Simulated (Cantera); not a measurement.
A perfectly stirred reactor is fed with 71.9 % CH₄, 28.1 % H₂O, at 1.00 bar; it is held at 2050 K, and followed from long to short residence time.

Model: GRI-Mech 3.0 (53 species, 325 reactions), integrated in Cantera. GRI-Mech 3.0 stops at C3 and has no aromatics, soot or wall deposition, so with more carbon than oxygen in the feed, carbon stays in small species such as C2H2 where larger ones or solid carbon would form.

x: mole fraction; the columns are a selection and need not sum to one.

```json
[
 {"τ (s)": "15", "x CH₄": "0.00263", "x H₂O": "0.000140", "x C₂H₆": "1.42e-7", "x CH₂CO": "3.00e-7", "x CH₂": "4.79e-7", "x CH₃": "0.000136"},
 {"τ (s)": "3.1", "x CH₄": "0.00331", "x H₂O": "0.000667", "x C₂H₆": "2.03e-7", "x CH₂CO": "6.15e-7", "x CH₂": "6.05e-7", "x CH₃": "0.000171"},
 {"τ (s)": "0.66", "x CH₄": "0.00545", "x H₂O": "0.00303", "x C₂H₆": "4.82e-7", "x CH₂CO": "1.95e-6", "x CH₂": "9.97e-7", "x CH₃": "0.000281"},
 {"τ (s)": "0.14", "x CH₄": "0.0107", "x H₂O": "0.0126", "x C₂H₆": "1.74e-6", "x CH₂CO": "7.24e-6", "x CH₂": "1.96e-6", "x CH₃": "0.000550"},
 {"τ (s)": "0.030", "x CH₄": "0.0216", "x H₂O": "0.0411", "x C₂H₆": "7.10e-6", "x CH₂CO": "2.45e-5", "x CH₂": "3.94e-6", "x CH₃": "0.00112"},
 {"τ (s)": "0.0063", "x CH₄": "[?]", "x H₂O": "[?]", "x C₂H₆": "[?]", "x CH₂CO": "[?]", "x CH₂": "[?]", "x CH₃": "[?]"},
 {"τ (s)": "0.0013", "x CH₄": "0.0941", "x H₂O": "0.148", "x C₂H₆": "0.000131", "x CH₂CO": "0.000107", "x CH₂": "1.30e-5", "x CH₃": "0.00468"},
 {"τ (s)": "0.00028", "x CH₄": "[?]", "x H₂O": "[?]", "x C₂H₆": "[?]", "x CH₂CO": "[?]", "x CH₂": "[?]", "x CH₃": "[?]"}
]
```

### Question
Some entries are withheld; supply them.

### Answer

- 0.0063, x CH₄: 0.0444
- 0.0063, x H₂O: 0.0937
- 0.0063, x C₂H₆: 3.00e-5
- 0.0063, x CH₂CO: 6.35e-5
- 0.0063, x CH₂: 7.55e-6
- 0.0063, x CH₃: 0.00228
- 0.00028, x CH₄: 0.194
- 0.00028, x H₂O: 0.187
- 0.00028, x C₂H₆: 0.000514
- 0.00028, x CH₂CO: 0.000116
- 0.00028, x CH₂: 2.00e-5
- 0.00028, x CH₃: 0.00909
